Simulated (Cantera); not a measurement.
A jet of 3.06 % CH₄, 13.7 % O₂, 83.2 % N₂, equivalence ratio 0.45 at 300 K and 0.150 bar hits a platinum plate 2.8 cm away at a mass flux of 0.049 kg/m²/s; the plate temperature is set and raised in steps from an oxygen-covered start.

Cantera simulation using Deutschmann's 1995 Pt surface mechanism with GRI-Mech 3.0 gas chemistry; the numbers are that mechanism's predictions, not measurements. Catalytic surfaces can have several steady states; this one follows from the mechanism file's or the stated starting coverage.

x: mole fraction at the wall; θ: surface coverage.

| plate T (K) | wall x CH₄ | wall x O₂ | wall x H₂O | wall x OH | wall x CO | wall x CO₂ | θ free Pt | θ O* | θ OH* |
|---|---|---|---|---|---|---|---|---|---|
| 950 | 0.0153 | 0.105 | 0.0284 | 7.62e-8 | 7.51e-6 | 0.0186 | 0.239 | 0.759 | 0.00151 |
| 1000 | 0.0112 | 0.0959 | 0.0359 | 2.13e-7 | 7.45e-6 | 0.0236 | 0.308 | 0.690 | 0.00153 |
| 1050 | 0.00835 | 0.0898 | 0.0411 | 5.16e-7 | 7.36e-6 | 0.0271 | 0.377 | 0.621 | 0.00145 |
| 1100 | 0.00641 | 0.0857 | 0.0446 | 1.13e-6 | 7.40e-6 | 0.0294 | 0.445 | 0.554 | (withheld) |
| 1150 | 0.00508 | 0.0830 | 0.0469 | 2.28e-6 | 7.64e-6 | 0.0309 | 0.509 | 0.490 | (withheld) |
| 1200 | 0.00415 | 0.0812 | 0.0485 | 4.28e-6 | 8.09e-6 | 0.0319 | 0.570 | 0.429 | (withheld) |
| 1250 | 0.00347 | 0.0801 | 0.0494 | 7.57e-6 | 8.87e-6 | 0.0325 | 0.627 | 0.372 | (withheld) |

**Question.** Some entries are withheld; supply them.

**Answer.** 
- 1100, θ OH*: 0.00133
- 1150, θ OH*: 0.00119
- 1200, θ OH*: 0.00106
- 1250, θ OH*: 0.000924
